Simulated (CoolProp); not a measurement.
Vapour-liquid equilibrium of R13 (1) + R113 (2) at 269.3 K; x and y are mole fractions of (1).

Model: multi-fluid Helmholtz-energy mixture model, Platzer 1990 and Marx 1992; pair parameters Bell 2016, in CoolProp. This equation is an older, rougher fit; its heat capacities, sound speeds and derivatives of the liquid may be far off and weren't checked against measurements.

```tsv
x	bubble pressure (kPa)	y at the bubble point	dew pressure at overall composition x (kPa)	liquid density (mol/L)
0.05	125.5	0.900	13.10	8.848
0.2	432.2	0.971	15.56	9.302
0.35	699.2	0.983	19.16	9.777
0.5	937.7	0.988	24.93	10.26
0.65	1161	0.991	35.63	10.72
0.8	1388	0.994	62.43	11.08
0.95	1664	0.998	250.6	11.13
```

No azeotrope shows between x = 0.05 and 0.95.

The pair parameters rest on a limited set of measurements; away from them the model extrapolates. The gap from Raoult's law changes sign with composition, which may be real or a fault of the pair parameters; it wasn't checked against measurements.
